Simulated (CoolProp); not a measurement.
Vapour-liquid equilibrium of toluene (1) + ethylbenzene (2) at 739 kPa; x and y are mole fractions of (1).

Values from CoolProp's multi-fluid Helmholtz-energy mixture model, Lemmon 2006 and Zhou 2012; pair parameters Bell 2016.

| x | bubble temperature (K) | y at the bubble point | dew temperature at overall composition x (K) | liquid density (mol/L) |
|---|---|---|---|---|
| 0.05 | 501.1 | 0.074 | 501.7 | 6.230 |
| 0.125 | 498.4 | 0.177 | 499.8 | 6.314 |
| 0.2 | 495.9 | 0.273 | 497.8 | 6.399 |
| 0.275 | 493.5 | 0.363 | 495.8 | 6.484 |
| 0.35 | 491.1 | 0.447 | 493.8 | 6.570 |
| 0.425 | 488.9 | 0.527 | 491.8 | 6.657 |
| 0.5 | 486.6 | 0.602 | 489.6 | 6.745 |
| 0.575 | 484.4 | 0.673 | 487.4 | 6.834 |
| 0.65 | 482.2 | 0.741 | 485.2 | 6.924 |
| 0.725 | 480.1 | 0.804 | 482.8 | 7.015 |
| 0.8 | 477.9 | 0.863 | 480.2 | 7.107 |
| 0.875 | 475.8 | 0.918 | 477.5 | 7.199 |
| 0.95 | 473.7 | 0.969 | 474.5 | 7.291 |

No azeotrope shows between x = 0.05 and 0.95.

The pair parameters rest on a limited set of measurements; away from them the model extrapolates.
